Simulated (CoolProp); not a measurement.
Vapour pressure (MPa) of n-nonane: the reference equation beside estimates from Tc = 594.5 K, pc = 2.282 MPa, ω = 0.443. Clausius-Clapeyron is anchored at 390.7 K with a constant enthalpy of vaporisation of 39.70 kJ/mol.

Values from CoolProp's reference Helmholtz-energy equation of state, Lemmon 2006. It is a short technical equation, of lower accuracy than the large ones.

```json
[
 {"T (K)": "388.2", "reference": "0.03537", "Lee-Kesler": "0.03504", "Clausius-Clapeyron": "0.03546", "van der Waals": "0.3176", "Soave-Redlich-Kwong": "0.03507", "Peng-Robinson": "0.03571"},
 {"T (K)": "390.7", "reference": "0.03837", "Lee-Kesler": "0.03805", "Clausius-Clapeyron": "0.03837", "van der Waals": "0.3287", "Soave-Redlich-Kwong": "0.03808", "Peng-Robinson": "0.03871"},
 {"T (K)": "393.2", "reference": "0.04157", "Lee-Kesler": "0.04126", "Clausius-Clapeyron": "0.04147", "van der Waals": "0.3401", "Soave-Redlich-Kwong": "0.04128", "Peng-Robinson": "0.04191"},
 {"T (K)": "395.7", "reference": "0.04498", "Lee-Kesler": "0.04469", "Clausius-Clapeyron": "0.04477", "van der Waals": "0.3518", "Soave-Redlich-Kwong": "0.04470", "Peng-Robinson": "0.04532"},
 {"T (K)": "398.2", "reference": "0.04861", "Lee-Kesler": "0.04834", "Clausius-Clapeyron": "0.04829", "van der Waals": "0.3637", "Soave-Redlich-Kwong": "0.04834", "Peng-Robinson": "0.04895"},
 {"T (K)": "400.8", "reference": "0.05263", "Lee-Kesler": "0.05239", "Clausius-Clapeyron": "0.05220", "van der Waals": "0.3764", "Soave-Redlich-Kwong": "0.05238", "Peng-Robinson": "0.05297"},
 {"T (K)": "403.3", "reference": "0.05675", "Lee-Kesler": "0.05654", "Clausius-Clapeyron": "0.05620", "van der Waals": "0.3889", "Soave-Redlich-Kwong": "0.05652", "Peng-Robinson": "0.05708"},
 {"T (K)": "405.8", "reference": "0.06111", "Lee-Kesler": "0.06094", "Clausius-Clapeyron": "0.06045", "van der Waals": "0.4016", "Soave-Redlich-Kwong": "0.06091", "Peng-Robinson": "0.06144"},
 {"T (K)": "408.3", "reference": "0.06574", "Lee-Kesler": "0.06561", "Clausius-Clapeyron": "0.06497", "van der Waals": "0.4146", "Soave-Redlich-Kwong": "0.06558", "Peng-Robinson": "0.06607"},
 {"T (K)": "410.8", "reference": "0.07065", "Lee-Kesler": "0.07056", "Clausius-Clapeyron": "0.06976", "van der Waals": "0.4279", "Soave-Redlich-Kwong": "0.07052", "Peng-Robinson": "0.07097"},
 {"T (K)": "413.3", "reference": "0.07584", "Lee-Kesler": "0.07581", "Clausius-Clapeyron": "0.07484", "van der Waals": "0.4414", "Soave-Redlich-Kwong": "0.07575", "Peng-Robinson": "0.07616"}
]
```

Absolute difference from the reference over all 11 rows, mean and median: Lee-Kesler 0.5 and 0.5 %, Clausius-Clapeyron 0.7 and 0.8 %, van der Waals 625.4 and 615.2 %, Soave-Redlich-Kwong 0.5 and 0.5 %, Peng-Robinson 0.7 and 0.6 %.
